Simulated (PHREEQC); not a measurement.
HF is added in steps, without added water, to 1 kg of water holding 110 mmol/kgw CuSO4, 19 mmol/kgw HBF4 and 0.43 mmol/kgw Na2SO4, at 25 °C. Oxygen alone is held at its pressure in air (log pO2 = -0.68). CO2 from the air is kept out. The run lets Cu(OH)2, Brochantite, Antlerite, Mirabilite, Chalcanthite, CuF2:2H2O precipitate or redissolve, and no other solid.

Base run: PHREEQC, ion-association model, wateq4f.dat. Each further column changes one thing. The table gives H3BO3 (mol/kgw).

```csv
HF added (mol),base,Na2SO4 from 0.00043 to 0.0043 mol/kgw,0.0048 mol/kgw HBr added,0.0026 mol/kgw NaOH added,no solid may form
0,0.00138,0.00137,0.00142,0.00135,0.00138
0.01375,9.14e-5,8.97e-5,[?],8.73e-5,9.14e-5
0.03208,5.45e-6,5.34e-6,5.95e-6,5.19e-6,5.45e-6
0.04583,1.64e-6,1.61e-6,1.79e-6,1.56e-6,1.64e-6
0.06417,5.48e-7,5.37e-7,5.96e-7,5.23e-7,5.48e-7
0.07792,2.97e-7,2.91e-7,[?],2.84e-7,2.97e-7
0.09625,1.56e-7,1.53e-7,[?],1.49e-7,1.56e-7
0.11,1.05e-7,1.02e-7,1.13e-7,1.00e-7,1.05e-7
```

**Question.** Some entries are withheld; supply them.

**Answer.** 
- 0.01375, 0.0048 mol/kgw HBr added: 9.95e-5
- 0.07792, 0.0048 mol/kgw HBr added: 3.23e-7
- 0.09625, 0.0048 mol/kgw HBr added: 1.69e-7

wateq4f.dat counts part of the HF as a dimer, H2F2, which phreeqc.dat doesn't know; its constant is uncertain. Real BF4- forms and hydrolyses slowly; the run takes it at equilibrium.
